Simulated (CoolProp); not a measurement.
Properties of neopentane along the isotherm 550 K (Tc = 433.7 K, pc = 3.196 MPa, ω = 0.196).

Computed with CoolProp (reference Helmholtz-energy equation of state, Lemmon 2006). It is a short technical equation, of lower accuracy than the large ones.

```csv
p (MPa),phase,cp (kJ/(kg K)),cv (kJ/(kg K)),isothermal compressibility (1/MPa),expansivity (1/kK),fugacity coefficient
0.799,gas,2.818,2.678,1.303,2.084,0.9621
1.6,gas,2.858,2.686,0.6794,2.408,(withheld)
2.4,gas,2.907,2.695,(withheld),2.800,0.8894
3.2,supercritical,2.967,2.705,0.3726,3.269,0.8547
4,supercritical,3.040,2.714,0.3117,3.814,0.8213
4.79,supercritical,3.123,2.723,(withheld),4.411,0.7896
5.59,supercritical,3.216,2.732,0.2372,5.037,0.7591
6.39,supercritical,3.312,2.739,0.2082,(withheld),0.7303
7.19,supercritical,(withheld),2.744,0.1804,6.029,0.7034
7.99,supercritical,3.462,2.748,0.1530,6.202,0.6786
```

**Question.** What belongs in the gaps?

**Answer.** 
- 1.6, fugacity coefficient: 0.9252
- 2.4, isothermal compressibility (1/MPa): 0.4742
- 4.79, isothermal compressibility (1/MPa): 0.2701
- 6.39, expansivity (1/kK): 5.609
- 7.19, cp (kJ/(kg K)): 3.398
